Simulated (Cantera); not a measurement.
Input: 1 mol HgO, 7.6 mol H₂, 0.23 mol N₂, at 800 K and 39.8 Torr.

Equilibrium computed with Cantera from the NASA thermochemical tables; the gas is ideal and each condensed phase is pure. Candidate condensed phases: H₂O, Hg, HgO; 25 gas species. Rates play no part.

Question: What is the equilibrium state?

Answer: 
- x(H₂) = 0.747
- x(H₂O) = 0.113
- x(Hg) = 0.113
- x(N₂) = 0.0260
- x(NH₃) = 1.65e-5
- gas amount = 8.830 mol
- log10 activity of Hg(l) (absent) = -3.26
